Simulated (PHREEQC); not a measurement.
A made-up water analysis in mg/L, 25 °C, pH 1.89, pe 9.3:

```
constituent  mg/L
-----------  ----
Na            142
K              59
Ca            146
Mg           30.4
Cl            130
S(6) as SO4  1920
Cu(2)         3.9
```

Valence states are taken as typed.

Model: ion-association model, phreeqc.dat, run in PHREEQC.

### Question
The ionic strength comes out as 0.0448 mol/kgw. What activity coefficients do NaSO4-, Cl-, H+, HSO4-, Mg+2 get?

### Answer
NaSO4- 0.84, Cl- 0.82, H+ 0.86, HSO4- 0.83, Mg+2 0.50.

No solid was allowed to form.
